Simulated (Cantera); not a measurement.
Mixture: CH4 : O2 : N2 : CO2 = 1 : 2.56 : 6.67 : 0.66 (molar parts), at 101000 Pa, adiabatic and at constant volume. Ignition delay is the time to a rise of 400 K.

Cantera simulation using GRI-Mech 3.0 (53 species, 325 reactions); the numbers are that mechanism's predictions, not measurements.

### Question
What does this change do: CH4 1 to 1.4 parts?

### Answer
```csv
quantity,before,after
delay at 1075 K,0.210 s,0.250 s
delay at 1175 K,44.3 ms,52.6 ms
delay at 1275 K,11.0 ms,13.0 ms
delay at 1375 K,3.17 ms,3.70 ms
delay at 1475 K,1.07 ms,1.22 ms
delay at 1575 K,0.428 ms,0.465 ms
delay at 1675 K,0.197 ms,0.206 ms
apparent activation energy between 1475 and 1675 K,170 kJ/mol,180 kJ/mol
```

### Question
What does this change do: pressure from 101000 Pa to 500000 Pa?

### Answer
```json
[
 {"quantity": "delay at 1075 K", "before": "0.210 s", "after": "38.5 ms"},
 {"quantity": "delay at 1175 K", "before": "44.3 ms", "after": "9.38 ms"},
 {"quantity": "delay at 1275 K", "before": "11.0 ms", "after": "2.64 ms"},
 {"quantity": "delay at 1375 K", "before": "3.17 ms", "after": "0.839 ms"},
 {"quantity": "delay at 1475 K", "before": "1.07 ms", "after": "0.298 ms"},
 {"quantity": "delay at 1575 K", "before": "0.428 ms", "after": "0.118 ms"},
 {"quantity": "delay at 1675 K", "before": "0.197 ms", "after": "51.8 µs"},
 {"quantity": "apparent activation energy between 1475 and 1675 K", "before": "170 kJ/mol", "after": "180 kJ/mol"}
]
```
